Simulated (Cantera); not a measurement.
A perfectly stirred reactor is fed with 15.1 % CH3OH, 10.9 % O2, 74.0 % N2, equivalence ratio 2.1, at 1.01 bar; it is adiabatic with a 325 K inlet, and is followed from long to short residence time, starting on the burning branch (τ in s: 0.1, 0.046, 0.021, 0.0091, 0.0041, 0.0018, 0.0008, 0.00036, 0.00016, 7e-05, 3.1e-05).

Model: GRI-Mech 3.0 (53 species, 325 reactions), integrated in Cantera. GRI-Mech 3.0 was tuned for natural gas; its chemistry of methanol as a main component is partial and can be far from experiment.

Task: Predict: blow-out, bracketed by the residence times tried; x(CH3OH) at τ = 0.100 s; x(O2) at τ = 0.100 s; x(CH2CO) at τ = 0.100 s; x(CH4) at τ = 0.100 s; x(C2H4) at τ = 0.100 s; x(CH3OH) at τ = 1.80 ms; x(O2) at τ = 1.80 ms.

Result: 
- blow-out, bracketed by the residence times tried: burning at 21.0 ms, out at 9.10 ms
- x(CH3OH) at τ = 0.100 s: 7.46e-5
- x(O2) at τ = 0.100 s: 0.00128
- x(CH2CO) at τ = 0.100 s: 9.29e-7
- x(CH4) at τ = 0.100 s: 0.000932
- x(C2H4) at τ = 0.100 s: 1.20e-5
- x(CH3OH) at τ = 1.80 ms: 0.151
- x(O2) at τ = 1.80 ms: 0.109
